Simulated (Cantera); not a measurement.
A perfectly stirred reactor is fed with CH4 : H2 : CO2 = 0.0022 : 0.22 : 0.0024 (molar parts), at 1330 Pa; it is held at 2475 K, and followed from long to short residence time.

Computed with Cantera and GRI-Mech 3.0 (53 species, 325 reactions). Radical loss at walls, strong at low pressure, is not modelled.

One state of this run: x CH4 = 0.00204; x H2 = 0.947; x CO2 = 0.000497; x O2 = 3.75e-9; x H = 0.0269; x CH3 = 0.00105. x: mole fraction; the columns are a selection and need not sum to one.

Which value of τ (s) does it belong to?
A. 0.19
B. 2.6
C. 0.014
D. 0.053

C, 0.014
